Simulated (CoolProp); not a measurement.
Properties of fluoroethane (R161) along the isotherm -57.05 °C.

Values from CoolProp's reference Helmholtz-energy equation of state, Wu 2012.

```
p (MPa)   phase  cp (kJ/(kg K))  Joule-Thomson coefficient (K/MPa)
-------  ------  --------------  ---------------------------------
0.385    liquid           1.922                            -0.4039
0.769    liquid           1.921                            -0.4046
1.15     liquid           1.921                            -0.4053
1.54     liquid           1.920                            -0.4060
1.92     liquid           1.919                            -0.4067
2.31     liquid           1.918                            -0.4074
2.69     liquid           1.917                            -0.4080
3.08     liquid           1.917                            -0.4087
3.46     liquid           1.916                            -0.4093
3.85     liquid           1.915                            -0.4100
4.23     liquid           1.914                            -0.4106
4.62     liquid           1.914                            -0.4112
5        liquid           1.913                            -0.4119
```
